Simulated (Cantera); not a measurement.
## TEOS + CO2 + N2 + O3 (silicon oxide and oxynitride deposition)

Charge: 1 mol TEOS, 0.28 mol CO2, a varied amount of N2, 0.4 mol O3, equilibrated at 1225 K and 0.00390 bar.

Cantera equilibrium calculation (NASA polynomials, part measured and part estimated; ideal gas, pure solids and liquids). Candidate condensed phases: C, C6H6, C7H8, C8H18, H2O, Si, SiC, SiO2, Si2N2O, Si3N4; 151 gas species. The feed counts by its element totals alone. N2 is the only nitrogen source here; it is nearly inert below about 1500 K, so the nitride shown seldom forms there in practice. The numbers say what is thermodynamically allowed, not how fast it happens.

From 12 mol N2 to 180 mol N2 the condensed part is C(graphite) + Si2N2O(s). The main Si-bearing gas is SiO throughout.

| n(N2) (mol) | x N2 | x H2 | x CO | x HCN | x CH4 | x H2O | x H | n C(graphite) | n Si2N2O(s) |
|---|---|---|---|---|---|---|---|---|---|
| 12 | 0.430 | 0.374 | 0.197 | 3.92e-5 | 7.15e-6 | 5.63e-6 | 3.05e-6 | 3.02 | 0.500 |
| 29 | 0.651 | 0.228 | 0.120 | 3.77e-5 | 2.67e-6 | 2.11e-6 | 2.39e-6 | 3.02 | 0.500 |
| 46 | 0.749 | 0.165 | 0.0866 | 3.43e-5 | 1.39e-6 | 1.09e-6 | 2.02e-6 | 3.02 | 0.500 |
| 63 | 0.804 | 0.129 | 0.0676 | 3.14e-5 | 8.47e-7 | 6.67e-7 | 1.79e-6 | 3.02 | 0.500 |
| 80 | 0.839 | 0.106 | 0.0555 | 2.91e-5 | 5.70e-7 | 4.49e-7 | 1.62e-6 | 3.02 | 0.500 |
| 97 | 0.863 | 0.0895 | 0.0471 | 2.72e-5 | 4.10e-7 | 3.23e-7 | 1.49e-6 | 3.02 | 0.500 |
| 110 | 0.878 | 0.0801 | 0.0422 | 2.59e-5 | 3.29e-7 | 2.59e-7 | 1.41e-6 | 3.02 | 0.500 |
| 130 | 0.895 | 0.0691 | 0.0363 | 2.43e-5 | 2.44e-7 | 1.92e-7 | 1.31e-6 | 3.02 | 0.500 |
| 150 | 0.907 | 0.0607 | 0.0319 | 2.29e-5 | 1.89e-7 | 1.49e-7 | 1.23e-6 | 3.02 | 0.500 |
| 170 | 0.917 | 0.0541 | 0.0285 | 2.18e-5 | 1.50e-7 | 1.18e-7 | 1.16e-6 | 3.02 | 0.500 |
| 180 | 0.922 | 0.0513 | 0.0270 | 2.13e-5 | 1.35e-7 | 1.06e-7 | 1.13e-6 | 3.02 | 0.500 |
x: gas mole fraction; n: condensed amount in mol.
